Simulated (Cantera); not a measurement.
A Cantera script and what it prints.

```python
import numpy as np
import cantera as ct

gas_names = [...]  # 116 gases of nasa_gas.yaml made of C, H, Mg, O
cond_names = """
    C(gr) C6H6(L) C7H8(L) C8H18(L),n-octa H2O(s) H2O(L) Mg(cr) Mg(L) MgCO3(s) MgO(s) MgO(L) MgO2H2(s)
""".split()


# ... load() reads the species with a 1 bar reference pressure and builds the phases ...
atoms = {
    'MgCO3': {'Mg': 1, 'C': 1, 'O': 3},
    'H2O': {'H': 2, 'O': 1},
}
top_T = {'C(gr)': 4500}  # K; cautious upper limits of use, not melting points


# ... equilibrate(T, P, feed) seeds the gas with the atoms and calls Mixture.equilibrate('TP', solver="vcs", rtol=1e-11, max_steps=5000) ...
results = []
feed = {'MgCO3': 1, 'H2O': 0.2}  # mol
P = 55000  # Pa
for T in [1225, 1325, 1425, 1525, 1625, 1725, 1825, 1925, 2025]:
    mix = equilibrate(T, P, feed)
    results.append((T, P, feed, dict(zip(mix.species_names, mix.species_moles))))
    x = sorted(zip(gas.X, gas.species_names), reverse=True)
    print(f"T = {T:g} K  P = {P:g} Pa  gas = {mix.phase_moles(0):.4g} mol")
    print("   x: " + "  ".join(f"{s} {v:.3e}" for v, s in x if v > 1e-06))
    print("   condensed (mol): " + ("  ".join(f"{mix.phase(i).name} {mix.phase_moles(i):.4g}"
          for i in range(1, mix.n_phases) if mix.phase_moles(i) > 1e-12) or "none"))
```

Result:

```
T = 1225 K  P = 55000 Pa  gas = 1.2 mol
   x: CO2 8.333e-01  H2O 1.667e-01  CO 1.296e-05  O2 7.244e-06  H2 1.766e-06
   condensed (mol): MgO(s) 1
T = 1325 K  P = 55000 Pa  gas = 1.2 mol
   x: CO2 8.333e-01  H2O 1.667e-01  CO 5.257e-05  O2 2.854e-05  H2 5.643e-06  OH 2.257e-06
   condensed (mol): MgO(s) 1
T = 1425 K  P = 55000 Pa  gas = 1.2 mol
   x: CO2 8.331e-01  H2O 1.666e-01  CO 1.746e-04  O2 9.284e-05  H2 1.535e-05  OH 8.552e-06
   condensed (mol): MgO(s) 1
T = 1525 K  P = 55000 Pa  gas = 1.2 mol
   x: CO2 8.326e-01  H2O 1.666e-01  CO 4.941e-04  O2 2.586e-04  H2 3.671e-05  OH 2.721e-05
   condensed (mol): MgO(s) 1
T = 1625 K  P = 55000 Pa  gas = 1.201 mol
   x: CO2 8.315e-01  H2O 1.664e-01  CO 1.227e-03  O2 6.341e-04  H2 7.899e-05  OH 7.502e-05
   condensed (mol): MgO(s) 1
T = 1725 K  P = 55000 Pa  gas = 1.202 mol
   x: CO2 8.294e-01  H2O 1.662e-01  CO 2.735e-03  O2 1.399e-03  OH 1.837e-04  H2 1.557e-04  H 3.125e-06  O 2.927e-06
   condensed (mol): MgO(s) 1
T = 1825 K  P = 55000 Pa  gas = 1.204 mol
   x: CO2 8.252e-01  H2O 1.657e-01  CO 5.565e-03  O2 2.820e-03  OH 4.073e-04  H2 2.851e-04  O 1.100e-05  H 1.003e-05  MgO2H2 1.396e-06
   condensed (mol): MgO(s) 1
T = 1925 K  P = 55000 Pa  gas = 1.207 mol
   x: CO2 8.181e-01  H2O 1.648e-01  CO 1.048e-02  O2 5.266e-03  OH 8.291e-04  H2 4.903e-04  O 3.600e-05  H 2.854e-05  MgO2H2 3.466e-06
   condensed (mol): MgO(s) 1
T = 2025 K  P = 55000 Pa  gas = 1.212 mol
   x: CO2 8.065e-01  H2O 1.634e-01  CO 1.844e-02  O2 9.191e-03  OH 1.568e-03  H2 7.988e-04  O 1.046e-04  H 7.335e-05  MgO2H2 7.820e-06
   condensed (mol): MgO(s) 1
```

Equilibrium computed with Cantera from the NASA thermochemical tables; the gas is ideal and each condensed phase is pure.
